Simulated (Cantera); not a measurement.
Reactions in the system C-O-Ta

Standard-state values (1 bar) from the NASA 1993 polynomials, evaluated with Cantera. Values are per mole of reaction as written; species without (g) are pure solids or liquids, kept so even where they would boil at 1 bar.

2 O(g) + Ta → TaO₂(g)

| T (K) | ΔH° (kJ) | ΔS° (J/K) | ΔG° (kJ) | log10 K |
|---|---|---|---|---|
| 500 | -703.5 | -94.5 | -656.2 | 68.56 |
| 600 | -705.3 | -97.7 | -646.6 | 56.29 |
| 700 | -706.9 | -100.2 | -636.7 | 47.51 |
| 800 | -708.4 | -102.3 | -626.6 | 40.91 |
| 900 | -709.9 | -104.0 | -616.3 | 35.77 |
| 1000 | -711.3 | -105.5 | -605.8 | 31.64 |

CO₂(g) + Ta → C + TaO₂(g)

```csv
T (K),ΔH° (kJ),ΔS° (J/K),ΔG° (kJ),log10 K
500,191.1,26.6,177.8,-18.57
600,190.6,25.6,175.2,-15.25
700,190.1,24.9,172.7,-12.88
800,189.6,24.3,170.2,-11.11
900,189.2,23.8,167.8,-9.74
1000,188.7,23.3,165.4,-8.64
```

Ta₂O₅ → 2 TaO₂(g) + O(g)

```tsv
T (K)	ΔH° (kJ)	ΔS° (J/K)	ΔG° (kJ)	log10 K
500	1887.4	563.0	1605.9	-167.76
600	1883.7	556.2	1550.0	-134.93
700	1879.6	550.0	1494.6	-111.53
800	1875.3	544.2	1439.9	-94.02
900	1870.6	538.7	1385.8	-80.43
1000	1865.7	533.5	1332.2	-69.58
```
